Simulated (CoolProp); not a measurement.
Carbon monoxide along the isobar 14.8 MPa: density (kg/m³) from the reference equation and from simpler models built on Tc = 132.9 K, pc = 3.498 MPa, ω = 0.050; each cubic takes its own stable root.

Model: reference Helmholtz-energy equation of state, Lemmon 2006, in CoolProp. It is a short technical equation, of lower accuracy than the large ones.

```
T (K)          phase  reference  van der Waals  Redlich-Kwong  Soave-Redlich-Kwong  Peng-Robinson
-----  -------------  ---------  -------------  -------------  -------------------  -------------
78.6          liquid      835.1          587.3          842.5                839.1          941.9
121.1         liquid      669.2          503.7          664.8                665.9          745.1
163.6  supercritical      459.2     (withheld)          448.5                440.2          479.3
206    supercritical      289.7          298.6          291.1                279.2          297.1
248.5  supercritical      211.8     (withheld)          215.5                206.3     (withheld)
291    supercritical      170.6          180.5          174.2                167.1          174.1
333.5  supercritical      144.5          151.9          147.7                142.1          147.1
376    supercritical      126.1          131.7          129.0           (withheld)          128.2
418.5  supercritical      112.3          116.7          114.8                111.1          114.0
```

**Question.** Fill in the missing entries.

**Answer.** 
- 163.6, van der Waals: 402.7
- 248.5, van der Waals: 224.9
- 248.5, Peng-Robinson: 216.8
- 376, Soave-Redlich-Kwong: 124.4
